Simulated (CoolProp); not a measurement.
Vapour-liquid equilibrium of n-butane (1) + benzene (2) at 372.2 K; x and y are mole fractions of (1).

Values from CoolProp's multi-fluid Helmholtz-energy mixture model, Bücker 2006 and Thol 2012; pair parameters Bell 2016.

Task: Give the bubble pressure and the first vapour's composition at x = 0.05, 0.55, 0.65. Is there an azeotrope?

Result: x = 0.05: 2.491 bar, y = 0.315; x = 0.55: 9.376 bar, y = 0.883; x = 0.65: 10.54 bar, y = 0.910. No azeotrope shows between x = 0.05 and 0.95.

Pair parameters are fitted to limited data, so mixtures are less certain than the pure fluids. The gap from Raoult's law changes sign with composition, which may be real or a fault of the pair parameters; it wasn't checked against measurements.
